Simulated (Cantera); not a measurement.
**Equilibrium for silicon nitride deposition: SiH2Cl2 + NH3 + N2**

Charge: 1 mol SiH2Cl2, 3.6 mol NH3, 4 mol N2, at 10.5 Torr.

Cantera equilibrium calculation (NASA polynomials, part measured and part estimated; ideal gas, pure solids and liquids). Candidate condensed phases: NH4Cl, Si, Si3N4; 28 gas species. The tables' values for SiCl3, SiCl are old estimates; treat these amounts as uncertain. Rates play no part.

```
T (°C)  log p H2  log p N2  log p HCl  log p SiCl2  log p H  log p SiCl4  n Si3N4(s)
------  --------  --------  ---------  -----------  -------  -----------  ----------
700        -2.22     -2.24      -2.66        -8.95   -10.08        -5.17       0.331
775        -2.22     -2.24      -2.65        -7.92    -9.22        -5.29       0.332
850        -2.22     -2.24      -2.65        -7.04    -8.48        -5.39       0.332
925        -2.22     -2.24      -2.65        -6.27    -7.83        -5.49       0.332
1000       -2.22     -2.24      -2.65        -5.60    -7.26        -5.57       0.331
1075       -2.22     -2.24      -2.66        -5.00    -6.74        -5.66       0.329
1150       -2.22     -2.24      -2.67        -4.49    -6.29        -5.77       0.322
1225       -2.21     -2.24      -2.69        -4.07    -5.87        -5.93       0.305
1300       -2.21     -2.24      -2.74        -3.74    -5.50        -6.18       0.276
1375       -2.20     -2.23      -2.81        -3.50    -5.15        -6.53       0.235
1450       -2.20     -2.23      -2.90        -3.34    -4.84        -6.96       0.191
```
log p: log10 of the partial pressure in bar; n: condensed amount in mol.

From 700 °C to 1450 °C the condensed part is Si3N4(s). The main Si-bearing gas is SiCl4 at 700 °C and SiCl2 at 1450 °C.
